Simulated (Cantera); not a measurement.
A closed system holds: 1 mol SiF₄, 0.15 mol N₂O, 32 mol N₂, equilibrated at 1775 K and 100 Pa.

Equilibrium computed with Cantera from the NASA thermochemical tables; the gas is ideal and each condensed phase is pure. Candidate condensed phases: Si, SiO₂, Si₂N₂O, Si₃N₄; 28 gas species. The tables' values for SiF₃ are old estimates; treat these amounts as uncertain. Rates play no part.

Base state: N₂ 0.967, SiF₄ 0.0300, O₂ 0.00198, NO 0.000411, O 0.000135, F 0.000101, SiF₃ 8.89e-5 (mole fractions); condensed: gas only.

Task: What changes in the equilibrium state with this change: N₂O from 0.15 to 2.6 mol?

Result: 
| species | before | after |
|---|---|---|
| N₂ | 0.967 | 0.936 |
| O₂ | 0.00198 | 0.0341 |
| SiF₄ | 0.0300 | 0.0270 |
| O | 0.000135 | 0.000559 |
| NO | 0.000411 | 0.00168 |
